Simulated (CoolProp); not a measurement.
A closed Brayton cycle with carbon dioxide: compressor inlet 329.15 K and 8 MPa, high pressure 21.3 MPa, turbine inlet 750 K, compressor efficiency 0.89, turbine efficiency 0.85, recuperator effectiveness 0.9 (on enthalpy, no pinch check). Each further row changes one setting.

Computed with CoolProp (reference Helmholtz-energy equation of state, Span 1996).

```
case                           thermal efficiency (%)  net work (kJ/kg)  compressor to turbine work  compressor exit (K)  turbine exit (K)
-----------------------------  ----------------------  ----------------  --------------------------  -------------------  ----------------
as stated                                        28.0              57.1                        0.47                413.8             645.1
turbine inlet 700 K                              25.5              48.5                        0.51                413.8             598.8
compressor inlet 339.15 K                        26.5              51.8                        0.52                428.2             645.1
high pressure 18.1 MPa                           27.4              50.4                        0.45                399.3             662.2
recuperator effectiveness 0.5                    18.4              57.1                        0.47                413.8             645.1
```
